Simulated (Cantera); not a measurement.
A Cantera script and what it prints.

```python
import numpy as np
import cantera as ct

gas_names = """
    H HO2 H2 H2O H2O2 O OH O2 O3 Ta TaO TaO2
""".split()
cond_names = """
    H2O(s) H2O(L) Ta(cr) Ta(L) Ta2O5(s) Ta2O5(L)
""".split()


# ... load() reads the species with a 1 bar reference pressure and builds the phases ...
atoms = {
    'Ta': {'Ta': 1},
    'H2O': {'H': 2, 'O': 1},
}
top_T = {}  # K; cautious upper limits of use, not melting points


# ... equilibrate(T, P, feed) seeds the gas with the atoms and calls Mixture.equilibrate('TP', solver="vcs", rtol=1e-11, max_steps=5000) ...
results = []
P = 0.85  # Pa
for T in [1948, 1998, 2048, 2098, 2148, 2198, 2248, 2298, 2348, 2398, 2448]:
    for m in [0.17, 0.3, 0.51, 0.88, 1.5, 2.6, 4.5, 7.8]:
        feed = {'Ta': 1, 'H2O': m}  # mol
        mix = equilibrate(T, P, feed)
        results.append((T, P, feed, dict(zip(mix.species_names, mix.species_moles))))

for T, P, feed, n in results:
    print(f"{T:7g} {feed['H2O']:10.4g}  " + (" + ".join(c for c in cond_names if n.get(c, 0) > 1e-12) or "gas only"))
```

Output:

```
   1948       0.17  Ta(cr) + Ta2O5(s)
   1948        0.3  Ta(cr) + Ta2O5(s)
   1948       0.51  Ta(cr) + Ta2O5(s)
   1948       0.88  Ta(cr) + Ta2O5(s)
   1948        1.5  Ta(cr) + Ta2O5(s)
   1948        2.6  Ta2O5(s)
   1948        4.5  Ta2O5(s)
   1948        7.8  Ta2O5(s)
   1998       0.17  Ta(cr) + Ta2O5(s)
   1998        0.3  Ta(cr) + Ta2O5(s)
   1998       0.51  Ta(cr) + Ta2O5(s)
   1998       0.88  Ta(cr) + Ta2O5(s)
   1998        1.5  Ta(cr) + Ta2O5(s)
   1998        2.6  Ta2O5(s)
   1998        4.5  Ta2O5(s)
   1998        7.8  Ta2O5(s)
   2048       0.17  Ta(cr)
   2048        0.3  Ta(cr)
   2048       0.51  Ta(cr)
   2048       0.88  Ta(cr)
   2048        1.5  Ta(cr)
   2048        2.6  Ta2O5(s)
   2048        4.5  Ta2O5(s)
   2048        7.8  Ta2O5(s)
   2098       0.17  Ta(cr)
   2098        0.3  Ta(cr)
   2098       0.51  Ta(cr)
   2098       0.88  Ta(cr)
   2098        1.5  Ta(cr)
   2098        2.6  Ta2O5(L)
   2098        4.5  Ta2O5(L)
   2098        7.8  Ta2O5(L)
   2148       0.17  Ta(cr)
   2148        0.3  Ta(cr)
   2148       0.51  Ta(cr)
   2148       0.88  Ta(cr)
   2148        1.5  Ta(cr)
   2148        2.6  Ta2O5(L)
   2148        4.5  Ta2O5(L)
   2148        7.8  gas only
   2198       0.17  Ta(cr)
   2198        0.3  Ta(cr)
   2198       0.51  Ta(cr)
   2198       0.88  Ta(cr)
   2198        1.5  Ta(cr)
   2198        2.6  gas only
   2198        4.5  gas only
   2198        7.8  gas only
   2248       0.17  Ta(cr)
   2248        0.3  Ta(cr)
   2248       0.51  Ta(cr)
   2248       0.88  Ta(cr)
   2248        1.5  gas only
   2248        2.6  gas only
   2248        4.5  gas only
   2248        7.8  gas only
   2298       0.17  Ta(cr)
   2298        0.3  Ta(cr)
   2298       0.51  Ta(cr)
   2298       0.88  Ta(cr)
   2298        1.5  gas only
   2298        2.6  gas only
   2298        4.5  gas only
   2298        7.8  gas only
   2348       0.17  Ta(cr)
   2348        0.3  Ta(cr)
   2348       0.51  Ta(cr)
   2348       0.88  Ta(cr)
   2348        1.5  gas only
   2348        2.6  gas only
   2348        4.5  gas only
   2348        7.8  gas only
   2398       0.17  Ta(cr)
   2398        0.3  Ta(cr)
   2398       0.51  Ta(cr)
   2398       0.88  Ta(cr)
   2398        1.5  gas only
   2398        2.6  gas only
   2398        4.5  gas only
   2398        7.8  gas only
   2448       0.17  Ta(cr)
   2448        0.3  Ta(cr)
   2448       0.51  Ta(cr)
   2448       0.88  Ta(cr)
   2448        1.5  gas only
   2448        2.6  gas only
   2448        4.5  gas only
   2448        7.8  gas only
```

Cantera equilibrium calculation (NASA polynomials, part measured and part estimated; ideal gas, pure solids and liquids). Mutual solubility and eutectic melting of coexisting phases are not modelled. Condensed phases not in the tables: N, O or C dissolved in the metal.
